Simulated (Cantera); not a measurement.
A perfectly stirred reactor is fed with 22.2 % C2H6, 77.8 % N2, at 1.00 bar; it is held at 1500 K, and followed from long to short residence time.

Model: GRI-Mech 3.0 (53 species, 325 reactions), integrated in Cantera. GRI-Mech 3.0 stops at C3 and has no aromatics, soot or wall deposition, so with more carbon than oxygen in the feed, carbon stays in small species such as C2H2 where larger ones or solid carbon would form.

x: mole fraction; the columns are a selection and need not sum to one.

```tsv
τ (s)	x C2H6	x CH2	x CH3	x C2H	x H2	x C2H2	x H
0.52	0.000244	(withheld)	7.89e-5	1.61e-8	0.232	0.125	1.58e-5
0.23	0.000427	(withheld)	0.000101	2.05e-8	0.232	0.124	2.03e-5
0.099	0.000764	(withheld)	0.000132	2.67e-8	0.231	0.123	2.67e-5
0.043	0.00138	(withheld)	0.000175	3.39e-8	0.227	0.119	3.44e-5
0.019	0.00252	(withheld)	0.000235	4.15e-8	0.220	0.113	4.30e-5
0.0083	0.00476	(withheld)	0.000323	4.83e-8	0.208	0.102	5.22e-5
0.0036	0.00932	(withheld)	0.000455	5.20e-8	0.190	0.0864	6.06e-5
0.0016	0.0183	(withheld)	0.000643	4.98e-8	0.166	0.0658	6.66e-5
0.00069	0.0371	(withheld)	0.000923	3.98e-8	0.136	0.0419	6.85e-5
0.00030	0.0710	(withheld)	0.00127	2.53e-8	0.102	0.0211	6.49e-5
```

Problem. Some entries are withheld; supply them.

Solution. 
- 0.52, x CH2: 4.35e-9
- 0.23, x CH2: 7.15e-9
- 0.099, x CH2: 1.22e-8
- 0.043, x CH2: 2.09e-8
- 0.019, x CH2: 3.56e-8
- 0.0083, x CH2: 6.14e-8
- 0.0036, x CH2: 1.07e-7
- 0.0016, x CH2: 1.82e-7
- 0.00069, x CH2: 3.07e-7
- 0.00030, x CH2: 4.72e-7
